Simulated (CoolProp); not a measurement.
Saturation properties of R123 (Tc = 456.8 K, pc = 3.662 MPa, ω = 0.282).

Model: reference Helmholtz-energy equation of state, Younglove 1994, in CoolProp. It is a modified Benedict-Webb-Rubin equation, recast in Helmholtz form.

```tsv
T (K)	p (MPa)	enthalpy of vaporisation (kJ/kg)	vapour Z	surface tension (mN/m)
266.9	0.02434	183.9	0.9843	19.0
278.8	0.04199	179.2	0.9768	17.5
290.6	0.06845	174.5	0.9672	16.1
302.4	0.1067	169.6	0.9553	14.7
314.2	0.1599	164.5	[?]	13.3
326	0.2317	159.1	0.9236	12.0
337.8	0.3260	153.5	0.9035	10.6
349.6	0.4469	147.4	0.8803	9.35
361.4	0.5988	141.0	0.8538	[?]
373.2	0.7864	134.0	0.8238	6.88
385	1.015	126.3	0.7897	5.70
396.8	1.289	117.8	[?]	4.56
408.6	1.615	108.1	0.7066	3.48
```

Question: Complete the blanks.

Answer: 
- 314.2, vapour Z: 0.9408
- 361.4, surface tension (mN/m): 8.10
- 396.8, vapour Z: 0.7509

It boils at 301.0 K under 1 atm.

Surface tension comes from a separate correlation (Mulero 2012).
